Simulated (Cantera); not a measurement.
What does this Cantera script print?

```python
import numpy as np
import cantera as ct

gas_names = """
    AL ALCL ALCL2 ALCL3 ALH ALN AL2 AL2CL6 CL CL2 H HCL H2 N NH NH2 NH3 N2 N2H2 N2H4
""".split()
cond_names = """
    AL(cr) AL(L) ALCL3(s) ALCL3(L) ALN(s) NH4CL(a) NH4CL(b)
""".split()


# ... load() reads the species with a 1 bar reference pressure and builds the phases ...
atoms = {
    'AlCl3': {'AL': 1, 'CL': 3},
    'NH3': {'N': 1, 'H': 3},
    'H2': {'H': 2},
}
top_T = {'ALN(s)': 2750}  # K; cautious upper limits of use, not melting points


# ... equilibrate(T, P, feed) seeds the gas with the atoms and calls Mixture.equilibrate('TP', solver="vcs", rtol=1e-11, max_steps=5000) ...
results = []
feed = {'AlCl3': 1, 'NH3': 180, 'H2': 2.1}  # mol
T = 1148.15  # K
P = 19000  # Pa
mix = equilibrate(T, P, feed)
results.append((T, P, feed, dict(zip(mix.species_names, mix.species_moles))))
x = sorted(zip(gas.X, gas.species_names), reverse=True)
print(f"T = {T:g} K  P = {P:g} Pa  gas = {mix.phase_moles(0):.4g} mol")
print("   x: " + "  ".join(f"{s} {v:.3e}" for v, s in x if v > 1e-05))
print("   condensed (mol): " + ("  ".join(f"{mix.phase(i).name} {mix.phase_moles(i):.4g}"
      for i in range(1, mix.n_phases) if mix.phase_moles(i) > 1e-12) or "none"))
```

Output:

```
T = 1148.15 K  P = 19000 Pa  gas = 363.1 mol
   x: H2 7.453e-01  N2 2.465e-01  HCL 8.194e-03  ALCL3 2.267e-05  NH3 1.494e-05
   condensed (mol): ALN(s) 0.9917
```

Method: chemical equilibrium by Gibbs-energy minimisation in Cantera with the NASA 1993 tables (ideal gas, pure condensed phases).
